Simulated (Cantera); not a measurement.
Input: 1 mol CF4, 0.067 mol CH4, 3.9 mol H2, at 1748 K and 0.133 bar.

Method: chemical equilibrium by Gibbs-energy minimisation in Cantera with the NASA 1993 tables (ideal gas, pure condensed phases). The numbers say what is thermodynamically allowed, not how fast it happens.

| species | before | after |
|---|---|---|
| HF | 0.663 | 0.865 |
| CF4 | <1e-9 | 0.134 |
| CF2 | <1e-9 | 0.00102 |
| H2 | 0.337 | 1.21e-7 |
| CF3 | <1e-9 | 0.000151 |
| C2H2 (acetylene) | 3.80e-5 | <1e-9 |
| CH4 | 1.39e-5 | <1e-9 |
| F | 9.11e-8 | 0.000198 |
| H | 0.000363 | 2.18e-7 |
| C(graphite), mol | 1.07 | 0.683 |
Gas species are given as mole fractions.

**Question.** Which change was made?
(A) H2 from 3.9 to 1.1 mol
(B) pressure from 0.133 bar to 29.0 Pa
(C) temperature from 1748 K to 2323 K
(D) temperature from 1748 K to 2423.15 K

**Answer.** A, H2 from 3.9 to 1.1 mol. Gases not in the tables: C2F6 and larger saturated fluorocarbons
